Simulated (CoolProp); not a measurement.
A single-stage vapour-compression cycle with chlorine: evaporating at 255.15 K (dew point), condensing at 295.15 K (bubble point), superheat 8 K, subcooling 2 K, compressor efficiency 0.7, no pressure losses. Each further row changes one setting.

Model: reference Helmholtz-energy equation of state, Thol 2021, in CoolProp.

| case | cooling COP | pressure ratio | discharge temperature (K) | refrigerating effect (kJ/kg) | volumetric capacity (kJ/m³) |
|---|---|---|---|---|---|
| as stated | 3.78 | 3.67 | 399.7 | 245 | 1610 |
| evaporating temperature 260.15 K | 4.49 | 3.04 | 384.3 | 247 | 1920 |
| condensing temperature 290.15 K | 4.40 | 3.18 | 383.0 | 250 | 1640 |
| subcooling 7 K | 3.86 | 3.67 | 399.7 | 250 | 1640 |
| superheat 18 K | 3.70 | 3.67 | 414.4 | 250 | 1570 |
| compressor efficiency 0.6 | 3.24 | 3.67 | 420.1 | 245 | 1610 |
